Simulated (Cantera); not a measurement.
## Adiabatic ignition

An adiabatic, constant-volume homogeneous reactor starts with CH4 : O2 : N2 = 1 : 2.47 : 9.28 (molar parts), equivalence ratio 0.81, at 1425 K and 5.00 bar.

Model: GRI-Mech 3.0 (53 species, 325 reactions), integrated in Cantera.

```json
[
 {"t (s)": "5.00e-6", "T (K)": "1425", "P (bar)": "5.00", "x CH4": "0.0784", "x O2": "0.194", "x CH3": "9.02e-7", "x N2O": "1.58e-12", "x CH2CO": "<1e-12", "x H": "2.13e-9"},
 {"t (s)": "1.64e-5", "T (K)": "1425", "P (bar)": "5.00", "x CH4": "0.0784", "x O2": "0.194", "x CH3": "3.77e-6", "x N2O": "1.42e-11", "x CH2CO": "<1e-12", "x H": "4.34e-9"},
 {"t (s)": "5.35e-5", "T (K)": "1425", "P (bar)": "5.00", "x CH4": "0.0784", "x O2": "0.194", "x CH3": "2.13e-5", "x N2O": "1.18e-10", "x CH2CO": "1.28e-11", "x H": "1.98e-8"},
 {"t (s)": "0.000175", "T (K)": "1427", "P (bar)": "5.01", "x CH4": "0.0780", "x O2": "0.193", "x CH3": "7.12e-5", "x N2O": "8.10e-10", "x CH2CO": "1.43e-8", "x H": "9.79e-8"},
 {"t (s)": "0.000572", "T (K)": "1502", "P (bar)": "5.28", "x CH4": "0.0672", "x O2": "0.185", "x CH3": "0.000397", "x N2O": "2.04e-8", "x CH2CO": "3.58e-5", "x H": "5.54e-6"},
 {"t (s)": "0.00187", "T (K)": "2922", "P (bar)": "10.5", "x CH4": "<1e-12", "x O2": "0.0359", "x CH3": "<1e-12", "x N2O": "2.92e-6", "x CH2CO": "<1e-12", "x H": "0.00333"},
 {"t (s)": "0.00612", "T (K)": "2922", "P (bar)": "10.5", "x CH4": "<1e-12", "x O2": "0.0359", "x CH3": "<1e-12", "x N2O": "2.92e-6", "x CH2CO": "<1e-12", "x H": "0.00333"},
 {"t (s)": "0.0200", "T (K)": "2922", "P (bar)": "10.5", "x CH4": "<1e-12", "x O2": "0.0359", "x CH3": "<1e-12", "x N2O": "2.92e-6", "x CH2CO": "<1e-12", "x H": "0.00333"},
 {"t (s)": "0.0654", "T (K)": "2922", "P (bar)": "10.5", "x CH4": "<1e-12", "x O2": "0.0359", "x CH3": "<1e-12", "x N2O": "2.92e-6", "x CH2CO": "<1e-12", "x H": "0.00333"},
 {"t (s)": "0.214", "T (K)": "2922", "P (bar)": "10.5", "x CH4": "<1e-12", "x O2": "0.0359", "x CH3": "<1e-12", "x N2O": "2.92e-6", "x CH2CO": "<1e-12", "x H": "0.00333"},
 {"t (s)": "0.700", "T (K)": "2922", "P (bar)": "10.5", "x CH4": "<1e-12", "x O2": "0.0359", "x CH3": "<1e-12", "x N2O": "2.92e-6", "x CH2CO": "<1e-12", "x H": "0.00333"}
]
```
x: mole fraction; the columns are a selection and need not sum to one.

```
Quantity                                                           Value
---------------------------------  -------------------------------------
time of steepest temperature rise                               0.621 ms
temperature at 0.700 s                                            2922 K
equilibrium temperature                                           2922 K
x(CH4) at 0.700 s                  <1e-12 (gas-phase equilibrium <1e-12)
x(O2) at 0.700 s                   0.0359 (gas-phase equilibrium 0.0359)
x(CH3) at 0.700 s                  <1e-12 (gas-phase equilibrium <1e-12)
```
